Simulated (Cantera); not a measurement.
An isothermal, constant-pressure homogeneous reactor starts with H₂ : O₂ : N₂ = 0.0039 : 1 : 0.25 (molar parts), at 1350 K and 0.00217 atm.

Computed with Cantera and the H2/O2 subset of GRI-Mech 3.0, which has no nitrogen chemistry. Radical loss at walls, strong at low pressure, is not modelled.

One state of this run: x H₂ = 4.98e-6; x O₂ = 0.794; x H₂O₂ = 5.76e-10; x H = 3.99e-5; x H₂O = 0.00290; x HO₂ = 2.72e-8. x: mole fraction; the columns are a selection and need not sum to one.

**Question.** Which value of t (s) does it belong to?
A) 0.00264
B) 0.0726
C) 0.531
D) 0.0193

**Answer.** C, 0.531
